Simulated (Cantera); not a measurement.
Feed: 1 mol HgO, 0.18 mol H2, 41 mol N2, equilibrated at 7.50 Torr.

These are equilibrium values from Cantera (NASA tables, ideal gas, pure condensed phases), not measurements of a reactor. Candidate condensed phases: H2O, Hg, HgO; 25 gas species. Kinetics and transport are ignored.

log p: log10 of the partial pressure in bar; n: condensed amount in mol.

```
T (K)  log p N2  log p Hg  log p O2  log p H2O  log p NO  log p OH  log p O  n HgO(s)
-----  --------  --------  --------  ---------  --------  --------  -------  --------
450       -2.00     -4.26     -5.24      -4.36    -13.57      <-14     <-14     0.772
525       -2.02     -3.63     -4.02      -4.37    -11.45      <-14     <-14         0
600       -2.02     -3.63     -4.02      -4.37    -10.31      <-14     <-14         0
675       -2.02     -3.63     -4.02      -4.37     -9.43    -13.54     <-14         0
750       -2.02     -3.63     -4.02      -4.37       [?]       [?]     <-14         0
825       -2.02     -3.63     -4.02      -4.37     -8.14    -11.26     <-14         0
900       -2.02     -3.63     -4.02      -4.37     -7.66    -10.40   -13.28         0
975       -2.02     -3.63     -4.02      -4.37     -7.25     -9.68   -12.15         0
1050      -2.02     -3.63     -4.02      -4.37     -6.90     -9.06   -11.18         0
1125      -2.02     -3.63     -4.02      -4.37       [?]       [?]      [?]         0
1200      -2.02     -3.63     -4.02      -4.37     -6.34     -8.05    -9.61         0
1275      -2.02     -3.63     -4.02      -4.37     -6.10     -7.63    -8.96         0
1350      -2.02     -3.63     -4.02      -4.37     -5.89     -7.26    -8.38         0
1425      -2.02     -3.63     -4.02      -4.37     -5.71     -6.93    -7.87         0
```

Task: Fill in the missing entries.

Result: 
- 1125, log p NO: -6.60
- 1125, log p OH: -8.52
- 1125, log p O: -10.34
- 750, log p NO: -8.72
- 750, log p OH: -12.29
